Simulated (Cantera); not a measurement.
A closed system holds: 1 mol V2O3, 32 mol H2, 0.085 mol H2O, at 100 Torr.

These are equilibrium values from Cantera (NASA tables, ideal gas, pure condensed phases), not measurements of a reactor. Candidate condensed phases: H2O, V, VO, V2O3, V2O4, V2O5; 12 gas species. Mutual solubility and eutectic melting of coexisting phases are not modelled. VO: taken at fixed stoichiometry. Condensed phases not in the tables: the oxides between V2O3 and V2O5 other than VO2. Equilibrium is a limit: real reactors are often held back by kinetics, nucleation or transport.

x: gas mole fraction; n: condensed amount in mol.

| T (°C) | x H2 | x H2O | x H | x VO2 | x OH | x VO | n V2O3(s) | n VO(s) |
|---|---|---|---|---|---|---|---|---|
| 1127 | 0.997 | 0.00265 | 1.33e-5 | 1.61e-10 | 7.02e-10 | 1.64e-11 | 1.00 | 0 |
| 1177 | 0.997 | 0.00273 | 2.59e-5 | 6.73e-10 | 1.70e-9 | 9.15e-11 | 0.997 | 0.00519 |
| 1227 | 0.996 | 0.00364 | 4.81e-5 | 2.90e-9 | 5.02e-9 | 3.99e-10 | 0.968 | 0.0634 |
| 1277 | 0.995 | 0.00475 | 8.60e-5 | 1.13e-8 | 1.38e-8 | 1.57e-9 | 0.932 | 0.135 |
| 1327 | 0.994 | … | … | … | … | … | 0.889 | … |
| 1377 | 0.992 | … | … | … | … | … | 0.837 | … |
| 1427 | 0.990 | 0.00963 | 0.000402 | 4.09e-7 | 2.02e-7 | 5.84e-8 | 0.776 | 0.448 |

Task: Some entries are withheld; supply them.

Result: 
- 1377, x H2O: 0.00772
- 1377, x H: 0.000248
- 1377, x VO2: 1.33e-7
- 1377, x OH: 8.72e-8
- 1377, x VO: 1.89e-8
- 1377, n VO(s): 0.326
- 1327, x H2O: 0.00611
- 1327, x H: 0.000148
- 1327, x VO2: 4.05e-8
- 1327, x OH: 3.57e-8
- 1327, x VO: 5.68e-9
- 1327, n VO(s): 0.222
